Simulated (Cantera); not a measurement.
Cantera with NASA thermochemical tables; ideal gases at 1 bar, condensed phases pure. Values are per mole of reaction as written; species without (g) are pure solids or liquids, kept so even where they would boil at 1 bar.

Task: Between 1975 and 2775 K, where is each reaction favourable under standard conditions?
- 5 H2O(g) + 2 Nb ⇌ Nb2O5 + 10 H(g)

Result: 
- 5 H2O(g) + 2 Nb ⇌ Nb2O5 + 10 H(g): ΔG° is 691 kJ at 1975 K and 231 kJ at 2775 K; it stays positive (K < 1). ΔH° is 1819 kJ and ΔS° 572 J/K at 2775 K.
